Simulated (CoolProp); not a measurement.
Values from CoolProp's reference Helmholtz-energy equation of state, Zhou 2012.

Task: For ethylbenzene, give the phase and the density (kg/m³), cp (kJ/(kg K)), cv (kJ/(kg K)), isothermal compressibility (1/MPa) at 346.85 °C and 0.453 MPa.

Result: 
- 346.85 °C and 0.453 MPa: gas; density 9.77, cp 2.31, cv 2.21, isothermal compressibility 2.32
